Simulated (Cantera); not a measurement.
Charge: 1 mol C2F6, 0.04 mol HCl, at 1798.15 K and 0.443 Torr.

These are equilibrium values from Cantera (NASA tables, ideal gas, pure condensed phases), not measurements of a reactor. Candidate condensed phases: C, C6H6, C7H8, C8H18; 118 gas species. The feed counts by its element totals alone. Gases not in the tables: C2F6 and larger saturated fluorocarbons. Rates play no part.

Base state: CF4 0.849, CF2 0.0655, F 0.0337, HF 0.0240, Cl 0.0239, CF3 0.00360, CF 5.13e-5, CClF3 3.38e-5 (mole fractions); condensed: C(graphite).

**Question.** What changes in the equilibrium state with this change: temperature from 1798.15 K to 750 K?

**Answer.** 
| species | before | after |
|---|---|---|
| CF4 | 0.849 | 0.966 |
| HF | 0.0240 | 0.0140 |
| HCl | 3.67e-6 | 0.0119 |
| CF2 | 0.0655 | <1e-9 |
| F | 0.0337 | <1e-9 |
| Cl | 0.0239 | 8.41e-6 |
| CF3 | 0.00360 | <1e-9 |
| CF | 5.13e-5 | <1e-9 |
| CCl2F2 | <1e-9 | 1.44e-5 |
| Cl2 | 3.44e-6 | 0.00567 |
| C(graphite), mol | 0.468 | 0.504 |
Condensed phases not in the tables: fluorocarbon polymer.

**Question.** What changes in the equilibrium state with this change: pressure from 0.443 Torr to 10.0 Torr?

**Answer.** 
| species | before | after |
|---|---|---|
| CF4 | 0.849 | 0.930 |
| HF | 0.0240 | 0.0252 |
| Cl | 0.0239 | 0.0246 |
| CF2 | 0.0655 | 0.0144 |
| F | 0.0337 | 0.00333 |
| Cl2 | 3.44e-6 | 8.24e-5 |
| CClF3 | 3.38e-5 | 0.000386 |
| HCl | 3.67e-6 | 4.02e-5 |
| CF | 5.13e-5 | 5.07e-6 |
| ClF | 9.35e-6 | 2.15e-5 |
| C(graphite), mol | 0.468 | 0.499 |
